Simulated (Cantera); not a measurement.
Input (Python, Cantera) and output of one run.

```python
import numpy as np
import cantera as ct

gas_names = """
    CL CL2 H HCL H2 N NH NH2 NH3 N2 N2H2 N2H4 Si SiCL SiCL2 SiCL3 SiCL4 SiH SiHCL3 SiH2 SiH2CL2 SiH3
    SiH3CL SiH4 SiN Si2 Si2N Si3
""".split()
cond_names = """
    NH4CL(a) NH4CL(b) Si(cr) Si(L) Si3N4(a)
""".split()


# ... load() reads the species with a 1 bar reference pressure and builds the phases ...
atoms = {
    'SiHCl3': {'Si': 1, 'H': 1, 'CL': 3},
    'N2': {'N': 2},
}
top_T = {'Si3N4(a)': 2400}  # K; cautious upper limits of use, not melting points


# ... equilibrate(T, P, feed) seeds the gas with the atoms and calls Mixture.equilibrate('TP', solver="vcs", rtol=1e-11, max_steps=5000) ...
results = []
T = 1300  # K
P = 13332.2  # Pa
for m in [4, 6.8, 12, 20, 33, 57, 97]:
    feed = {'SiHCl3': 1, 'N2': m}  # mol
    mix = equilibrate(T, P, feed)
    results.append((T, P, feed, dict(zip(mix.species_names, mix.species_moles))))

top = {s: max(r[3][s] / sum(r[3][g] for g in gas_names) for r in results) for s in gas_names}
cols = sorted((s for s in top if top[s] > 0.001), key=lambda s: -top[s])[:8]
seen = [c for c in cond_names if any(r[3].get(c, 0) > 1e-12 for r in results)]
print("log10 of partial pressures in bar; condensed amounts in mol")
print(f"{'n(N2)':>10s}" + "".join(f"{s[:9]:>10s}" for s in cols + seen))
for T, P, feed, n in results:
    ng = sum(n[g] for g in gas_names)
    print(f"{feed['N2']:10.4g}" + "".join(f"{np.log10(max(n[s] / ng * P / 1e5, 1e-99)):10.3f}" for s in cols)
          + "".join(f"{n.get(c, 0):10.4g}" for c in seen))
```

Output:

```
log10 of partial pressures in bar; condensed amounts in mol
     n(N2)        N2       HCL     SiCL4        H2     SiCL3  Si3N4(a)
         4    -1.019    -1.691    -1.861    -2.569    -3.273    0.1462
       6.8    -0.963    -1.862    -2.058    -2.830    -3.429    0.1487
        12    -0.927    -2.064    -2.284    -3.133    -3.605     0.151
        20    -0.907    -2.258    -2.498    -3.420    -3.769    0.1527
        33    -0.894    -2.455    -2.713    -3.712    -3.932    0.1539
        57    -0.886    -2.677    -2.952    -4.038    -4.113    0.1547
        97    -0.882    -2.896    -3.187    -4.361    -4.290    0.1551
```

Cantera equilibrium calculation (NASA polynomials, part measured and part estimated; ideal gas, pure solids and liquids). N2 is the only nitrogen source here; it is nearly inert below about 1500 K, so the nitride shown seldom forms there in practice. The tables' values for SiCl3 are old estimates; treat these amounts as uncertain.
